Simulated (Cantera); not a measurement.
Input: 1 mol Fe₂O₃, 1.4 mol C, 16 mol H₂, at 24.0 Pa.

Equilibrium computed with Cantera from the NASA thermochemical tables; the gas is ideal and each condensed phase is pure. Candidate condensed phases: C, C₆H₆, C₇H₈, C₈H₁₈, Fe, Fe(CO)₅, FeO, Fe(OH)₂, Fe(OH)₃, Fe₂O₃, Fe₃O₄, H₂O; 114 gas species. Equilibrium is a limit: real reactors are often held back by kinetics, nucleation or transport. All values below are at 1473 K.

Base state: H₂ 0.830, H₂O 0.0886, CO 0.0771, CO₂ 0.00332, H 0.000744, Fe 0.000348 (mole fractions); condensed: Fe(γ).

What changes in the equilibrium state with this change: H₂ from 16 to 7 mol?


```csv
species,before,after
H₂,0.830,0.658
H₂O,0.0886,0.174
CO,0.0771,0.150
CO₂,0.00332,0.0161
Fe,0.000348,0.000348
H,0.000744,0.000663
"Fe(γ), mol",1.99,2.00
```

What changes in the equilibrium state with this change: H₂ from 16 to 0.1 mol?


| species | before | after |
|---|---|---|
| CO | 0.0771 | 0.801 |
| CO₂ | 0.00332 | 0.132 |
| H₂ | 0.830 | 0.0473 |
| H₂O | 0.0886 | 0.0193 |
| Fe | 0.000348 | 0.000348 |
| H | 0.000744 | 0.000178 |
| Fe(γ), mol | 1.99 | 0.626 |
| FeO(s), mol | 0 | 1.37 |
Mutual solubility and eutectic melting of coexisting phases are not modelled. The tables' stoichiometric FeO is somewhat more stable than real wüstite, so its field is too wide. FeO: taken at fixed stoichiometry.

What changes in the equilibrium state with this change: C from 1.4 to 0.43 mol?


```csv
species,before,after
H₂,0.830,0.818
H₂O,0.0886,0.154
CO,0.0771,0.0243
Fe,0.000348,0.000348
CO₂,0.00332,0.00185
H,0.000744,0.000739
"Fe(γ), mol",1.99,1.99
```
